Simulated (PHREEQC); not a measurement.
Ca(OH)2 is added in steps, without added water, to 1 kg of water holding 0.0069 mol H2SO4, 0.016 mol Al2(SO4)3 and 0.00013 mol Fe2(SO4)3, at 25 °C. Oxygen is held at 0.21 atm. CO2 from the air is kept out. The run lets Gypsum, Al(OH)3(a), Fe(OH)3(a) precipitate or redissolve, and no other solid.

Base run: PHREEQC, ion-association model, phreeqc.dat. Each further column changes one thing. The table gives Al(OH)4- (mol/kgw).

| Ca(OH)2 added (mol) | base | Fe2(SO4)3 from 0.00013 to 2.6e-05 mol/kgw | Fe2(SO4)3 from 0.00013 to 0.00065 mol/kgw | no solid may form |
|---|---|---|---|---|
| 0 | 0 | 0 | 0 | 0 |
| 0.01172 | 8.09e-8 | 8.10e-8 | 8.05e-8 | 4.44e-5 |
| 0.02578 | 8.74e-8 | 8.76e-8 | [?] | 0.00177 |
| 0.0375 | 9.74e-8 | 9.78e-8 | [?] | 0.00578 |
| 0.04922 | 1.30e-7 | 1.32e-7 | [?] | [?] |
| 0.06328 | 0.0159 | 0.0165 | [?] | [?] |
| 0.075 | 0.0320 | 0.0320 | 0.0320 | 0.0320 |

Complete the blanks.


- 0.02578, Fe2(SO4)3 from 0.00013 to 0.00065 mol/kgw: 8.65e-8
- 0.0375, Fe2(SO4)3 from 0.00013 to 0.00065 mol/kgw: 9.55e-8
- 0.04922, Fe2(SO4)3 from 0.00013 to 0.00065 mol/kgw: 1.21e-7
- 0.04922, no solid may form: 0.0122
- 0.06328, Fe2(SO4)3 from 0.00013 to 0.00065 mol/kgw: 0.0128
- 0.06328, no solid may form: 0.0234

 In at least one series the solution becomes supersaturated in solids that the run did not let form, among them Gypsum, Al(OH)3(a), Fe(OH)3(a).
